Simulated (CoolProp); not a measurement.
Vapour-liquid equilibrium of diethyl ether (1) + n-hexane (2) at 56.75 °C; x and y are mole fractions of (1).

The numbers come from the multi-fluid Helmholtz-energy mixture model, Thol 2014 and Thol 2019; pair parameters Bell 2016 in CoolProp.

| x | bubble pressure (MPa) | y at the bubble point | dew pressure at overall composition x (MPa) | liquid density (mol/L) |
|---|---|---|---|---|
| 0.05 | 0.07791 | 0.160 | 0.07119 | 7.323 |
| 0.15 | … | 0.373 | 0.07727 | 7.468 |
| 0.25 | 0.1103 | 0.514 | 0.08439 | 7.620 |
| 0.35 | 0.1245 | 0.618 | 0.09280 | … |
| 0.45 | 0.1380 | … | 0.1028 | 7.947 |
| 0.55 | 0.1511 | 0.770 | 0.1149 | 8.123 |
| 0.65 | … | 0.831 | 0.1294 | 8.308 |
| 0.75 | 0.1771 | 0.885 | 0.1471 | 8.502 |
| 0.85 | 0.1902 | 0.934 | … | 8.706 |
| 0.95 | 0.2036 | … | 0.1948 | 8.919 |

Task: What belongs in the gaps?

Result: 
- 0.15, bubble pressure (MPa): 0.09496
- 0.35, liquid density (mol/L): 7.779
- 0.45, y at the bubble point: 0.701
- 0.65, bubble pressure (MPa): 0.1641
- 0.85, dew pressure at overall composition x (MPa): 0.1686
- 0.95, y at the bubble point: 0.979

No azeotrope shows between x = 0.05 and 0.95.

The pair parameters rest on a limited set of measurements; away from them the model extrapolates.
